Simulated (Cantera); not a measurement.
A closed system holds: 1 mol TEOS, 0.85 mol H2O, held at 1623 K and 0.810 bar.

Method: chemical equilibrium by Gibbs-energy minimisation in Cantera with the NASA 1993 tables (ideal gas, pure condensed phases). Candidate condensed phases: C, C6H6, C7H8, C8H18, H2O, Si, SiC, SiO2; 123 gas species. The feed counts by its element totals alone. The tables hold silica as quartz up to 1696 K and as liquid above; real silica turns to tridymite and cristobalite and melts near 1996 K. Kinetics and transport are ignored.

**Question.** What is the equilibrium state?

**Answer.** 
| Property | Value |
|---|---|
| x(H2) | 0.790 |
| x(CO) | 0.208 |
| x(CH4) | 0.000750 |
| x(SiO) | 0.000440 |
| x(H2O) | 0.000101 |
| x(H) | 6.83e-5 |
| x(C2H2 (acetylene)) | 2.75e-5 |
| x(CO2) | 8.59e-6 |
| x(C2H4) | 1.61e-6 |
| n(C(graphite)) | 5.13 mol |
| n(SiO2(β-quartz)) | 0.994 mol |
| gas amount | 13.70 mol |
| log10 activity of Si(s) (absent) | -2.12 |
